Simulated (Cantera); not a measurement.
Input: 1 mol CH3SiH3, 0.027 mol C2H4, 4.6 mol H2, 0.39 mol CH4, held at 2575 K and 92.0 mbar.

These are equilibrium values from Cantera (NASA tables, ideal gas, pure condensed phases), not measurements of a reactor. Candidate condensed phases: C, C6H6, C7H8, C8H18, Si, SiC; 87 gas species. The feed counts by its element totals alone. Gases not in the tables: Si2H6 and higher silanes. Rates play no part.

Q: What is the equilibrium state?

A: 
```json
{
  "x(H2)": "0.843",
  "x(H)": "0.105",
  "x(Si)": "0.0253",
  "x(C2H2 (acetylene))": "0.0124",
  "x(SiC2)": "0.00808",
  "x(Si2C)": "0.00436",
  "x(SiH)": "0.00167",
  "x(SiH2)": "0.000318",
  "x(Si2)": "0.000214",
  "n(C(graphite))": "0.430 mol",
  "n(SiC(s))": "0.587 mol",
  "gas_amount": "9.281 mol",
  "log10 activity of Si(l) (absent)": "-0.55"
}
```
